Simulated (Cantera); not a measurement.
A Cantera script and its output.

```python
import numpy as np
import cantera as ct

gas = ct.Solution("gri30.yaml")
gas.TPX = 1348, 8900, {'N2O': 1, 'H2O': 0.018}
reactor = ct.IdealGasConstPressureReactor(gas, energy="off", clone=False)
net = ct.ReactorNet([reactor])
net.rtol, net.atol = 1e-08, 1e-18
show = ['N2O', 'H2O', 'O', 'H2', 'NO2', 'O2']
times = np.geomspace(1e-06, 10, 11)

steps = ct.SolutionArray(gas, extra=["t"])
rows = []
print(f"{'t/s':>10s}{'T/K':>9s}{'P/Pa':>11s}" + "".join(f"{s:>11s}" for s in show))
for t in times:
    while net.time < t:
        t_next = net.step()
        steps.append(gas.state, t=t_next)
    rows.append([np.interp(t, steps.t, y) for y in (steps.T, steps.P, *steps(*show).X.T)])
    print(f"{t:10.3e}{rows[-1][0]:9.1f}{rows[-1][1]:11.4g}" + "".join(f"{x:11.3e}" for x in rows[-1][2:]))
rate = np.gradient(steps.T, steps.t)
print("integrator steps:", len(steps.t))
if steps.T.max() > steps.T[0] + 200:
    print(f"time of steepest temperature rise: {steps.t[rate.argmax()]:.4e} s")
gas.TPX = 1348, 8900, {'N2O': 1, 'H2O': 0.018}
gas.equilibrate("TP")
print(f"equilibrium (TP): T = {gas.T:.1f} K  " + "  ".join(f"{s} {gas[s].X[0]:.3e}" for s in show))
```

It prints:

```
       t/s      T/K       P/Pa        N2O        H2O          O         H2        NO2         O2
 1.000e-06   1348.0       8900  9.823e-01  1.768e-02  3.489e-07  7.275e-20  3.516e-19  3.391e-09
 5.012e-06   1348.0       8900  9.823e-01  1.768e-02  1.667e-06  6.129e-17  2.066e-16  8.245e-08
 2.512e-05   1348.0       8900  9.823e-01  1.768e-02  6.664e-06  8.511e-14  9.993e-14  1.780e-06
 1.259e-04   1348.0       8900  9.822e-01  1.768e-02  1.403e-05  3.568e-11  4.162e-11  2.455e-05
 6.310e-04   1348.0       8900  9.817e-01  1.767e-02  1.471e-05  4.285e-09  3.345e-08  1.681e-04
 3.162e-03   1348.0       8900  9.790e-01  1.764e-02  1.457e-05  1.011e-07  7.919e-06  9.006e-04
 1.585e-02   1348.0       8900  9.657e-01  1.756e-02  1.434e-05  2.712e-07  1.334e-04  4.601e-03
 7.943e-02   1348.0       8900  9.027e-01  1.719e-02  1.367e-05  1.466e-07  4.682e-04  2.228e-02
 3.981e-01   1348.0       8900  6.586e-01  1.574e-02  1.314e-05  1.230e-07  4.912e-04  9.172e-02
 1.995e+00   1348.0       8900  1.785e-01  1.289e-02  1.185e-05  1.642e-07  1.972e-04  2.291e-01
 1.000e+01   1348.0       8900  2.470e-03  1.186e-02  1.864e-06  3.569e-08  1.718e-04  2.812e-01
integrator steps: 1503
equilibrium (TP): T = 1348.0 K  N2O 1.088e-08  H2O 1.185e-02  O 7.897e-07  H2 1.377e-08  NO2 2.057e-06  O2 3.291e-01
```

Detailed kinetics in Cantera: GRI-Mech 3.0 (53 species, 325 reactions). GRI-Mech 3.0 was tuned for natural gas; its chemistry of N2O as a main component is partial and can be far from experiment. The mechanism lacks the step 2 NO + O2 → 2 NO2, which can matter for NO2 below about 1400 K. The temperature is held fixed by assumption; the heat of reaction is taken as removed at once.
